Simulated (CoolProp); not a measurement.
A closed Brayton cycle with nitrogen: compressor inlet 310.15 K and 3.9 MPa, high pressure 11.5 MPa, turbine inlet 910 K, compressor efficiency 0.85, turbine efficiency 0.85, recuperator effectiveness 0.95 (on enthalpy, no pinch check). Each further row changes one setting.

Computed with CoolProp (reference Helmholtz-energy equation of state, Span 2000).

```csv
case,thermal efficiency (%),net work (kJ/kg),compressor to turbine work,compressor exit (K),turbine exit (K)
as stated,[?],81.6,0.63,443.7,718.0
turbine inlet 860 K,30.6,69.3,0.67,443.7,676.9
compressor inlet 320.15 K,32.1,76.9,[?],[?],718.0
high pressure 9.78 MPa,35.7,76.2,0.60,421.0,743.8
recuperator effectiveness 0.5,21.8,81.6,0.63,443.7,718.0
```

Question: Some entries are withheld; supply them.

Answer: 
- as stated, thermal efficiency (%): 33.9
- compressor inlet 320.15 K, compressor to turbine work: 0.65
- compressor inlet 320.15 K, compressor exit (K): 457.8
